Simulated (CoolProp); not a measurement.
Vapour-liquid equilibrium of cyclopropane (1) + R134a (2) at 0.623 MPa; x and y are mole fractions of (1).

Computed with CoolProp (multi-fluid Helmholtz-energy mixture model, Polt 1992 and Tillner-Roth 1994; pair parameters Bell 2016). This equation is an older, rougher fit; its heat capacities, sound speeds and derivatives of the liquid may be far off and weren't checked against measurements.

```json
[
 {"x": "0.05", "bubble temperature, mixture model (°C)": "19.8", "bubble temperature, Raoult's law (°C)": "22.6", "y, mixture model": "0.120", "y, Raoult's law": "0.055"},
 {"x": "0.15", "bubble temperature, mixture model (°C)": "15.5", "bubble temperature, Raoult's law (°C)": "22.3", "y, mixture model": "0.288", "y, Raoult's law": "0.162"},
 {"x": "0.25", "bubble temperature, mixture model (°C)": "12.9", "bubble temperature, Raoult's law (°C)": "22.0", "y, mixture model": "0.394", "y, Raoult's law": "0.268"},
 {"x": "0.35", "bubble temperature, mixture model (°C)": "11.4", "bubble temperature, Raoult's law (°C)": "21.7", "y, mixture model": "0.465", "y, Raoult's law": "0.372"},
 {"x": "0.45", "bubble temperature, mixture model (°C)": "10.7", "bubble temperature, Raoult's law (°C)": "21.4", "y, mixture model": "0.518", "y, Raoult's law": "0.474"},
 {"x": "0.55", "bubble temperature, mixture model (°C)": "10.4", "bubble temperature, Raoult's law (°C)": "21.0", "y, mixture model": "0.561", "y, Raoult's law": "0.574"},
 {"x": "0.65", "bubble temperature, mixture model (°C)": "10.6", "bubble temperature, Raoult's law (°C)": "20.7", "y, mixture model": "0.605", "y, Raoult's law": "0.672"},
 {"x": "0.75", "bubble temperature, mixture model (°C)": "11.2", "bubble temperature, Raoult's law (°C)": "20.4", "y, mixture model": "0.658", "y, Raoult's law": "0.768"},
 {"x": "0.85", "bubble temperature, mixture model (°C)": "12.8", "bubble temperature, Raoult's law (°C)": "20.0", "y, mixture model": "0.738", "y, Raoult's law": "0.862"},
 {"x": "0.95", "bubble temperature, mixture model (°C)": "16.3", "bubble temperature, Raoult's law (°C)": "19.7", "y, mixture model": "0.881", "y, Raoult's law": "0.955"}
]
```

The largest gap from Raoult's law is -10.7 K in bubble temperature, at x = 0.45. y crosses x between x = 0.55 and 0.65: the model has an azeotrope there.

The pair parameters rest on a limited set of measurements; away from them the model extrapolates.
